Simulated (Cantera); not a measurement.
Cantera run:

```python
import numpy as np
import cantera as ct

gas_names = """
    H H2 N NH NH2 NH3 N2 N2H2 N2H4 Si SiH SiH2 SiH3 SiH4 SiN Si2 Si2N Si3
""".split()
cond_names = """
    Si(cr) Si(L) Si3N4(a)
""".split()


# ... load() reads the species with a 1 bar reference pressure and builds the phases ...
atoms = {
    'Si3N4': {'Si': 3, 'N': 4},
    'H2': {'H': 2},
}
top_T = {'Si3N4(a)': 2400}  # K; cautious upper limits of use, not melting points


# ... equilibrate(T, P, feed) seeds the gas with the atoms and calls Mixture.equilibrate('TP', solver="vcs", rtol=1e-11, max_steps=5000) ...
results = []
feed = {'Si3N4': 1, 'H2': 0.012}  # mol
P = 67  # Pa
for T in [2000, 2075, 2150, 2225, 2300, 2375, 2450, 2525, 2600, 2675, 2750, 2825, 2900]:
    mix = equilibrate(T, P, feed)
    results.append((T, P, feed, dict(zip(mix.species_names, mix.species_moles))))

top = {s: max(r[3][s] / sum(r[3][g] for g in gas_names) for r in results) for s in gas_names}
cols = sorted((s for s in top if top[s] > 0.001), key=lambda s: -top[s])[:5]
seen = [c for c in cond_names if any(r[3].get(c, 0) > 1e-12 for r in results)]
print("log10 of partial pressures in bar; condensed amounts in mol")
print(f"{'T/K':>10s}" + "".join(f"{s[:9]:>10s}" for s in cols + seen))
for T, P, feed, n in results:
    ng = sum(n[g] for g in gas_names)
    print(f"{T:10.4g}" + "".join(f"{np.log10(max(n[s] / ng * P / 1e5, 1e-99)):10.3f}" for s in cols)
          + "".join(f"{n.get(c, 0):10.4g}" for c in seen))
```

It prints:

```
log10 of partial pressures in bar; condensed amounts in mol
       T/K        N2        Si       Si2         H        H2     Si(L)
      2000    -3.207    -4.361    -6.345    -5.596    -5.614     2.852
      2075    -3.252    -3.992    -5.901    -5.469    -5.788     2.618
      2150    -3.361    -3.649    -5.488    -5.438    -6.127     1.918
      2225    -3.570    -3.410    -5.265    -5.553    -6.728         0
      2300    -3.572    -3.404    -5.493    -5.525    -7.021         0
      2375    -3.573    -3.402    -5.711    -5.510    -7.319         0
      2450    -3.573    -3.400    -5.918    -5.503    -7.611         0
      2525    -3.574    -3.400    -6.114    -5.499    -7.893         0
      2600    -3.574    -3.399    -6.299    -5.497    -8.163         0
      2675    -3.574    -3.399    -6.474    -5.496    -8.418         0
      2750    -3.574    -3.399    -6.640    -5.496    -8.661         0
      2825    -3.574    -3.398    -6.798    -5.495    -8.892         0
      2900    -3.574    -3.398    -6.947    -5.495    -9.111         0
```

Cantera equilibrium calculation (NASA polynomials, part measured and part estimated; ideal gas, pure solids and liquids). The tables' values for SiN are old estimates; treat these amounts as uncertain.
